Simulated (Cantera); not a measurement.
Input: 1 mol SiH4, 1.1 mol C2H2, 72 mol H2, at 1250 K and 0.133 bar.

Cantera equilibrium calculation (NASA polynomials, part measured and part estimated; ideal gas, pure solids and liquids). Candidate condensed phases: C, C6H6, C7H8, C8H18, Si, SiC; 87 gas species. Kinetics and transport are ignored.

Base state: H2 0.999, CH4 0.00146 (mole fractions); condensed: C(graphite) + SiC(s).

Question: What changes in the equilibrium state with this change: temperature from 1250 K to 1573 K?

Answer: 
```csv
species,before,after
H2,0.999,1.000
CH4,0.00146,0.000244
H,1.32e-6,0.000111
C2H2 (acetylene),2.52e-7,2.06e-5
"C(graphite), mol",1.09,1.18
"SiC(s), mol",1.00,1.000
```

Question: What changes in the equilibrium state with this change: temperature from 1250 K to 2248.15 K?

Answer: 
| species | before | after |
|---|---|---|
| H2 | 0.999 | 0.976 |
| H | 1.32e-6 | 0.0199 |
| C2H2 (acetylene) | 2.52e-7 | 0.00324 |
| Si | <1e-9 | 0.000541 |
| SiH | <1e-9 | 7.88e-5 |
| SiC2 | <1e-9 | 6.22e-5 |
| SiH2 | <1e-9 | 4.49e-5 |
| Si2C | <1e-9 | 3.73e-5 |
| CH3 | 3.75e-8 | 1.17e-5 |
| C(graphite), mol | 1.09 | 0.752 |
| SiC(s), mol | 1.00 | 0.939 |
Gases not in the tables: Si2H6 and higher silanes.
